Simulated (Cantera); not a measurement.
A closed system holds: 1 mol SiHCl3, 2 mol NH3, 2.5 mol H2, equilibrated at 570 Torr.

Cantera equilibrium calculation (NASA polynomials, part measured and part estimated; ideal gas, pure solids and liquids). Candidate condensed phases: NH4Cl, Si, Si3N4; 28 gas species. Mutual solubility and eutectic melting of coexisting phases are not modelled. Gases not in the tables: Si2H6 and higher silanes. Equilibrium is a limit: real reactors are often held back by kinetics, nucleation or transport.

Task: Which condensed phases are stable at each of these points (T (°C)): 1375, 1400, 1425, 1450, 1475, 1500, 1525, 1550, 1575, 1600, 1625, 1650, 1675?

Result: 
```csv
T (°C),condensed phases,Si condensed (%)
1375,Si3N4(s),68.3
1400,Si3N4(s),64.8
1425,Si3N4(s),60.9
1450,Si3N4(s),56.8
1475,Si3N4(s),52.4
1500,Si3N4(s),47.9
1525,Si3N4(s),43.2
1550,Si3N4(s),38.6
1575,Si3N4(s),34.0
1600,Si3N4(s),29.4
1625,Si3N4(s),24.9
1650,Si3N4(s),20.6
1675,Si(l) + Si3N4(s),16.5
```

From 1375 °C to 1650 °C the condensed part is Si3N4(s). At 1675 °C the condensed part is Si(l) + Si3N4(s).
